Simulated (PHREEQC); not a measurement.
Model water analysis in mmol/kgw, 20 °C, pH 2.55, pe 12.7:

| constituent | mmol/kgw |
|---|---|
| Na | 2.93 |
| K | 1.09 |
| Ca | 2.43 |
| Mg | 0.667 |
| Cl | 1.29 |
| S(6) | 7.24 |
| Zn | 0.0673 |
| Br | 0.0309 |
| B | 0.0071 |
| Cu(2) | 0.0175 |

Valence states are taken as typed.

All values are PHREEQC results (ion-association model, phreeqc.dat), not measurements.

No solid was allowed to form.

Order these Ca species by the share of Ca that they hold, largest first: CaHSO4+, CaSO4, Ca+2.

Ca+2 (75 %), CaSO4 (24 %), CaHSO4+ (0.48 %)

Order these Zn species by the share of Zn that they hold, largest first: Zn+2, Zn(SO4)2-2, ZnCl+, ZnSO4.

Zn+2 (70 %), ZnSO4 (29 %), Zn(SO4)2-2 (1.4 %), ZnCl+ (0.11 %)

The pH is 2.55 and the ionic strength 0.0204 mol/kgw.
